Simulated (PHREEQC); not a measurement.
# Hard or scaling water: speciation

A solution holds 0.0033 mol/kgw CaSO4, 0.0024 mol/kgw Na2SO4 and 0.0061 mol/kgw MgSO4, at 25 °C. Closed to the air; pH follows from the charge balance.

All values are PHREEQC results (ion-association model, phreeqc.dat), not measurements.

Each row changes one thing in this solution. Precipitation was switched off in this run.

```
case                                            pH  ionic strength (mol/kgw)  SO4-2 (mol/kgw)  Ca+2 (mol/kgw)  CaSO4 (mol/kgw)  HSO4- (mol/kgw)  SI of Gypsum (CaSO4:2H2O)
--------------------------------------------  ----  ------------------------  ---------------  --------------  ---------------  ---------------  -------------------------
as made                                       6.95                    0.0320          0.00855         0.00233         0.000968          5.77e-8                      -0.68
diluted 100-fold with water                   7.00                       ___              ___         3.25e-5          5.53e-7          1.06e-9                      -3.93
Na2SO4 from 0.0024 to 0.024 mol/kgw           7.06                    0.0871              ___         0.00190          0.00140          1.12e-7                      -0.52
MgSO4 replaced by MnSO4 at the same molality  6.66                    0.0333          0.00888         0.00232         0.000981          1.16e-7                      -0.67
Na2SO4 left out                               6.93                    0.0263          0.00659         0.00244         0.000859          4.85e-8                      -0.73
MgSO4 replaced by FeSO4 at the same molality  6.15                    0.0333          0.00888         0.00232         0.000981          3.75e-7                      -0.67
CaSO4 from 0.0033 to 0.00297 mol/kgw          6.95                       ___          0.00834         0.00211         0.000865          5.68e-8                      -0.73
MgSO4 from 0.0061 to 0.061 mol/kgw            6.80                     0.137           0.0347         0.00192          0.00138          2.32e-7                      -0.52
```

Problem. Some entries are withheld; supply them.

Solution. 
- diluted 100-fold with water, ionic strength (mol/kgw): 0.000440
- diluted 100-fold with water, SO4-2 (mol/kgw): 0.000116
- Na2SO4 from 0.0024 to 0.024 mol/kgw, SO4-2 (mol/kgw): 0.0266
- CaSO4 from 0.0033 to 0.00297 mol/kgw, ionic strength (mol/kgw): 0.0312
